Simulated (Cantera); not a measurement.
Input: 1 mol TEOS, 1.3 mol CO₂, at 0.0360 bar.

These are equilibrium values from Cantera (NASA tables, ideal gas, pure condensed phases), not measurements of a reactor. Candidate condensed phases: C, C₆H₆, C₇H₈, C₈H₁₈, H₂O, Si, SiC, SiO₂; 123 gas species. The feed counts by its element totals alone. Kinetics and transport are ignored. All values below are at 1552 °C.

Base state: H₂ 0.601, CO 0.395, SiO 0.00236, H 0.00180, C₂H₂ (acetylene) 0.000129 (mole fractions); condensed: C(graphite) + SiC(s).

What changes in the equilibrium state with this change: TEOS replaced by Si₂H₆?


```tsv
species	before	after
H₂	0.601	0.534
SiO	0.00236	0.294
CO	0.395	0.170
C₂H₂ (acetylene)	0.000129	3.94e-7
Si	3.41e-6	5.81e-5
H₂O	2.15e-6	1.40e-5
H	0.00180	0.00170
C(graphite), mol	1.77	0
SiC(s), mol	0.961	0.350
```
